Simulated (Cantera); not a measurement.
What does this Cantera script print?

```python
import numpy as np
import cantera as ct

gas = ct.Solution("gri30.yaml")


def delay(T, t_max=10):
    gas.TPX = T, 101325, {'CH4': 1, 'CO': 0.32, 'O2': 1.08, 'N2': 6.8, 'CO2': 1.2}
    reactor = ct.IdealGasReactor(gas, clone=False)
    net = ct.ReactorNet([reactor])
    net.rtol, net.atol = 1e-8, 1e-16
    while net.time < t_max:
        t_old, T_old = net.time, reactor.T
        net.step()
        if reactor.T > T + 400:  # ignition: a rise of 400 K
            return t_old + (T + 400 - T_old) / (reactor.T - T_old) * (net.time - t_old)
    return np.nan


taus = []
for T in [1050, 1150, 1250, 1350, 1450, 1550, 1650, 1750, 1850, 1950]:
    taus.append(delay(T))
    print(f"T0 = {T:6g} K   tau = {taus[-1]:.4e} s")
```

Result:

```
T0 =   1050 K   tau = 2.1065e+00 s
T0 =   1150 K   tau = 3.7527e-01 s
T0 =   1250 K   tau = 8.0005e-02 s
T0 =   1350 K   tau = 1.9454e-02 s
T0 =   1450 K   tau = 5.3409e-03 s
T0 =   1550 K   tau = 1.6868e-03 s
T0 =   1650 K   tau = 6.2637e-04 s
T0 =   1750 K   tau = 2.7359e-04 s
T0 =   1850 K   tau = 1.3723e-04 s
T0 =   1950 K   tau = 7.6621e-05 s
```

Model: GRI-Mech 3.0 (53 species, 325 reactions), integrated in Cantera.
